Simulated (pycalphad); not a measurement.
**Effect of C content in Ti-C**

All values are pycalphad results on the COST 507 light-alloy database (1999) (1 atm), not direct measurements. These are 1990s assessments: newer ones move some temperatures and phases. Amounts are mole fractions of atoms. Diffusion is slow at the low end, where real alloys seldom reach equilibrium.

```json
[
 {"alloy": "Ti-0.09815C (wt.%)", "liquidus (°C)": "1666", "first solid": "bcc", "solidus (°C)": "1666", "phases at 777 °C": "hcp 1.00"},
 {"alloy": "Ti-0.1969C (wt.%)", "liquidus (°C)": "1665", "first solid": "bcc", "solidus (°C)": "1664", "phases at 777 °C": "hcp 1.00"},
 {"alloy": "Ti-0.2962C (wt.%)", "liquidus (°C)": "___", "first solid": "bcc", "solidus (°C)": "___", "phases at 777 °C": "___"},
 {"alloy": "Ti-0.3961C (wt.%)", "liquidus (°C)": "1661", "first solid": "bcc", "solidus (°C)": "1660", "phases at 777 °C": "hcp 0.98, fcc 0.02"},
 {"alloy": "Ti-0.8016C (wt.%)", "liquidus (°C)": "1652", "first solid": "bcc + fcc", "solidus (°C)": "1652", "phases at 777 °C": "hcp 0.94, fcc 0.06"}
]
```

Task: What belongs in the gaps?

Result: 
- Ti-0.2962C (wt.%), liquidus (°C): 1663
- Ti-0.2962C (wt.%), solidus (°C): 1662
- Ti-0.2962C (wt.%), phases at 777 °C: hcp 1.00, fcc under 0.01

The fcc model also describes the rock-salt carbide or nitride (TiC, TiN, HfC).
